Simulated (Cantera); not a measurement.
Charge: 1 mol Al2O3, 2.9 mol HBr, 0.66 mol O2, at 748.15 K and 100 Torr.

Method: chemical equilibrium by Gibbs-energy minimisation in Cantera with the NASA 1993 tables (ideal gas, pure condensed phases). Candidate condensed phases: Al, AlBr3, Al2O3, Br2, H2O; 25 gas species. The numbers say what is thermodynamically allowed, not how fast it happens.

Base state: H2O 0.455, Br2 0.455, HBr 0.0896, Br 0.000203 (mole fractions); condensed: Al2O3(s).

Question: What changes in the equilibrium state with this change: Al2O3 replaced by CaO?

Answer: 
| species | before | after |
|---|---|---|
| H2O | 0.455 | 0.620 |
| Br2 | 0.455 | 0.192 |
| O2 | 2.34e-9 | 0.186 |
| HBr | 0.0896 | 0.000720 |
| Br | 0.000203 | 0.000132 |
| Al2O3(s), mol | 1.00 | 0 |
| CaBr2(s), mol | 0 | 1.00 |
Further candidate phases: Ca, CaBr2, CaO, Ca(OH)2.

Question: What changes in the equilibrium state with this change: Al2O3 replaced by MgO?

Answer: 
| species | before | after |
|---|---|---|
| H2O | 0.455 | 0.455 |
| Br2 | 0.455 | 0.455 |
| HBr | 0.0896 | 0.0896 |
| Br | 0.000203 | 0.000203 |
| Al2O3(s), mol | 1.00 | 0 |
| MgO(s), mol | 0 | 1.00 |
Further candidate phases: Mg, MgBr2, MgO, Mg(OH)2.
